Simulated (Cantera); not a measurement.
Charge: 1 mol Fe₂O₃, 0.61 mol CO, 4.4 mol H₂, held at 10.0 mbar.

Method: chemical equilibrium by Gibbs-energy minimisation in Cantera with the NASA 1993 tables (ideal gas, pure condensed phases). Candidate condensed phases: C, C₆H₆, C₇H₈, C₈H₁₈, Fe, Fe(CO)₅, FeO, Fe(OH)₂, Fe(OH)₃, Fe₂O₃, Fe₃O₄, H₂O; 114 gas species. The tables' stoichiometric FeO is somewhat more stable than real wüstite, so its field is too wide. FeO: taken at fixed stoichiometry. The numbers say what is thermodynamically allowed, not how fast it happens.

Task: What share of the Fe ends up in condensed phases as a function of T (K), at 2125, 2150, 2175, 2200, 2225, 2250, 2275, 2300, 2325, 2350, 2375, 2400, 2425?

Result: 
```json
[
 {"T (K)": "2125", "Fe condensed (%)": "67.0", "as": "FeO(l)"},
 {"T (K)": "2150", "Fe condensed (%)": "61.1", "as": "FeO(l)"},
 {"T (K)": "2175", "Fe condensed (%)": "54.6", "as": "FeO(l)"},
 {"T (K)": "2200", "Fe condensed (%)": "47.6", "as": "FeO(l)"},
 {"T (K)": "2225", "Fe condensed (%)": "40.0", "as": "FeO(l)"},
 {"T (K)": "2250", "Fe condensed (%)": "31.9", "as": "FeO(l)"},
 {"T (K)": "2275", "Fe condensed (%)": "23.1", "as": "FeO(l)"},
 {"T (K)": "2300", "Fe condensed (%)": "13.7", "as": "FeO(l)"},
 {"T (K)": "2325", "Fe condensed (%)": "3.5", "as": "FeO(l)"},
 {"T (K)": "2350", "Fe condensed (%)": "0.0", "as": "-"},
 {"T (K)": "2375", "Fe condensed (%)": "0.0", "as": "-"},
 {"T (K)": "2400", "Fe condensed (%)": "0.0", "as": "-"},
 {"T (K)": "2425", "Fe condensed (%)": "0.0", "as": "-"}
]
```
